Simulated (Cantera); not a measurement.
A closed system holds: 1 mol Cu, 0.018 mol H2O, 6.2 mol CO, equilibrated at 1575 K and 1000 Pa.

Method: chemical equilibrium by Gibbs-energy minimisation in Cantera with the NASA 1993 tables (ideal gas, pure condensed phases). Candidate condensed phases: C, C6H6, C7H8, C8H18, Cu, CuO, Cu(OH)2, Cu2O, H2O; 113 gas species. Kinetics and transport are ignored.

Base state: CO 0.992, CO2 0.00286, H2 0.00285, Cu 0.00273, H2O 2.39e-5, H 2.22e-5 (mole fractions); condensed: Cu(l).

Task: What changes in the equilibrium state with this change: 0.024 mol NH3 added?

Result: 
```json
[
 {"species": "CO", "before": "0.992", "after": "0.984"},
 {"species": "H2", "before": "0.00285", "after": "0.00850"},
 {"species": "CO2", "before": "0.00286", "after": "0.00279"},
 {"species": "N2", "before": "0", "after": "0.00191"},
 {"species": "Cu", "before": "0.00273", "after": "0.00273"},
 {"species": "H2O", "before": "2.39e-5", "after": "7.01e-5"},
 {"species": "H", "before": "2.22e-5", "after": "3.83e-5"},
 {"species": "Cu(l), mol", "before": "0.983", "after": "0.983"}
]
```
